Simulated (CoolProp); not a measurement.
A single-stage vapour-compression cycle with the fluid: evaporating at 285.15 K (dew point), condensing at 335.15 K (bubble point), superheat 0 K, subcooling 0 K, compressor efficiency 0.65, no pressure losses. The same conditions are run with several fluids, on thermodynamics alone (safety and materials aside).

Values from CoolProp's reference Helmholtz-energy equation of state of each fluid (cis-2-butene: Lemmon 2005; tetrahydrofuran: Fiedler 2023; R245fa: Akasaka 2015; R11: Jacobsen 1992; n-hexane: Thol 2019; R1336mzz(E): Akasaka 2023).

Rank cis-2-butene, tetrahydrofuran, R245fa, R11, n-hexane, R1336mzz(E) by cooling COP, highest first.

tetrahydrofuran (3.26), R11 (3.15), cis-2-butene (3.01), n-hexane (2.98), R245fa (2.87), R1336mzz(E) (2.63)

```
fluid            pressure ratio  discharge temperature (K)  refrigerating effect (kJ/kg)  volumetric capacity (kJ/m³)
---------------  --------------  -------------------------  ----------------------------  ---------------------------
cis-2-butene               4.43                      355.8                           290                          995
tetrahydrofuran            7.51                      380.1                           366                          133
R245fa                     5.47                      343.6                           131                          689
R11                        5.04                      364.8                           141                          550
n-hexane                   7.34                      337.8                           259                          106
R1336mzz(E)                5.04                      335.1                          88.1                          770
```

The compression ends wet for: R1336mzz(E).
